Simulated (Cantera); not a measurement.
An adiabatic, constant-volume homogeneous reactor starts with CH4 : O2 : N2 : H2O = 1 : 4.88 : 18.3 : 0.61 (molar parts), at 1675 K and 5.00 bar. Integrator tolerance rtol = 1e-08.

Computed with Cantera and GRI-Mech 3.0 (53 species, 325 reactions).

### Question
What does this change do: initial temperature 1675 to 1200 K?

### Answer
```
quantity                                                            before                                      after
---------------------------------  ---------------------------------------  -----------------------------------------
time of steepest temperature rise                                  57.2 µs                                    6.52 ms
temperature at 8.00 s                                               2581 K                                     2241 K
equilibrium temperature                                             2581 K                                     2241 K
x(CH4) at 8.00 s                     <1e-12 (gas-phase equilibrium <1e-12)      <1e-12 (gas-phase equilibrium <1e-12)
x(O2) at 8.00 s                        0.105 (gas-phase equilibrium 0.105)        0.110 (gas-phase equilibrium 0.110)
x(H2O) at 8.00 s                     0.0989 (gas-phase equilibrium 0.0989)        0.104 (gas-phase equilibrium 0.104)
x(O) at 8.00 s                     0.00249 (gas-phase equilibrium 0.00249)  0.000381 (gas-phase equilibrium 0.000381)
x(CO) at 8.00 s                    0.00235 (gas-phase equilibrium 0.00235)  0.000314 (gas-phase equilibrium 0.000314)
x(C2H6) at 8.00 s                    <1e-12 (gas-phase equilibrium <1e-12)      <1e-12 (gas-phase equilibrium <1e-12)
x(C2H2) at 8.00 s                    <1e-12 (gas-phase equilibrium <1e-12)      <1e-12 (gas-phase equilibrium <1e-12)
```

### Question
What does this change do: constant pressure in place of constant volume?

### Answer
| quantity | before | after |
|---|---|---|
| time of steepest temperature rise | 57.2 µs | 59.7 µs |
| temperature at 8.00 s | 2581 K | 2427 K |
| equilibrium temperature | 2581 K | 2427 K |
| x(CH4) at 8.00 s | <1e-12 (gas-phase equilibrium <1e-12) | <1e-12 (gas-phase equilibrium <1e-12) |
| x(O2) at 8.00 s | 0.105 (gas-phase equilibrium 0.105) | 0.107 (gas-phase equilibrium 0.107) |
| x(H2O) at 8.00 s | 0.0989 (gas-phase equilibrium 0.0989) | 0.101 (gas-phase equilibrium 0.101) |
| x(O) at 8.00 s | 0.00249 (gas-phase equilibrium 0.00249) | 0.00148 (gas-phase equilibrium 0.00148) |
| x(CO) at 8.00 s | 0.00235 (gas-phase equilibrium 0.00235) | 0.00132 (gas-phase equilibrium 0.00132) |
| x(C2H6) at 8.00 s | <1e-12 (gas-phase equilibrium <1e-12) | <1e-12 (gas-phase equilibrium <1e-12) |
| x(C2H2) at 8.00 s | <1e-12 (gas-phase equilibrium <1e-12) | <1e-12 (gas-phase equilibrium <1e-12) |
